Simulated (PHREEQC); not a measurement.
A PHREEQC input (ion-association model, phreeqc.dat):

```
SOLUTION 1
  temp 15
  units mg/L
  pH 6.41
  pe 9.2
  Na 0.272
  K 1.76
  Ca 2.27
  Mg 0.0571
  Cl 0.0641 charge
  Li 0.1 charge
  S(6) 3.73 as SO4
  Alkalinity 5.77 as HCO3
  Li 0.00197
  Zn 0.149
  F 0.000965
END
USE solution 1
EQUILIBRIUM_PHASES 1
  Gypsum 0 0
  Fluorite 0 0
  CO2(g) -2 10
END
```

The run finishes without an error or a warning.

Its last state differs from that of the intended input:

```tsv
quantity	as run	intended
ionic strength (mol/kgw)	0.000280	0.000277
SI of Gypsum (CaSO4:2H2O)	-4.15	-4.14
```

**Question.** One thing in the input isn't as intended. What explains the difference?

**Answer.** This is not unique; one that fits is The fault: two constituents marked charge. The line should read `Cl 0.0641` where the input has `Cl 0.0641 charge / Li 0.1 charge`.
